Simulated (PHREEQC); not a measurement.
Solution (69 °C): 0.021 mol/kgw NH4Cl and 0.013 mol/kgw NaF. Closed to the air; pH follows from the charge balance.

Equilibrium calculation in PHREEQC: ion-association model, wateq4f.dat.

```yaml
pH: 5.72
ionic_strength: 0.0339 mol/kgw
```

| species | molality | activity | log γ |
|---|---|---|---|
| Cl- | 0.0210 | 0.0173 | -0.084 |
| NH4+ | 0.0209 | 0.0174 | -0.081 |
| Na+ | 0.0129 | 0.0108 | -0.080 |
| F- | 0.0129 | 0.0106 | -0.084 |
| NH3 | 7.67e-5 | 7.67e-5 | 0.000 |
| HF | 7.06e-5 | 7.11e-5 | 0.003 |
| NaF | 6.51e-5 | 6.56e-5 | 0.003 |

This is a speciation only: nothing precipitates in the calculation. Species that the database lacks are ignored. At this temperature some constants are extrapolated from 25 °C, and those without enthalpy data are left unchanged.
